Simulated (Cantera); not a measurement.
An isothermal plug-flow reactor at 648 K and 190000 Pa (inlet), inlet velocity 4.6 m/s, active area per volume 1800 1/m; feed 0.799 % CO, 6.60 % O₂, 91.4 % N₂, 1.16 % H₂O, equivalence ratio 0.061.

Cantera simulation using Deutschmann's 1995 Pt surface mechanism with GRI-Mech 3.0 gas chemistry; the numbers are that mechanism's predictions, not measurements. Catalytic surfaces can have several steady states; this one follows from the mechanism file's or the stated starting coverage. Mass transfer to the wall is taken as infinitely fast.

Question: Predict: x(CO) at z = 0.012 m; x(O₂) at z = 0.012 m; x(H₂O) at z = 0.012 m; x(CO₂) at z = 0.012 m; θ(free Pt) at the exit; θ(O*) at the exit; θ(OH*) at the exit; θ(CO*) at the exit.

Answer: 
```json
{
  "x(CO) at z = 0.012 m": "0.00373",
  "x(O₂) at z = 0.012 m": "0.0640",
  "x(H₂O) at z = 0.012 m": "0.0116",
  "x(CO₂) at z = 0.012 m": "0.00427",
  "θ(free Pt) at the exit": "0.0110",
  "θ(O*) at the exit": "0.979",
  "θ(OH*) at the exit": "0.00442",
  "θ(CO*) at the exit": "0.00518"
}
```
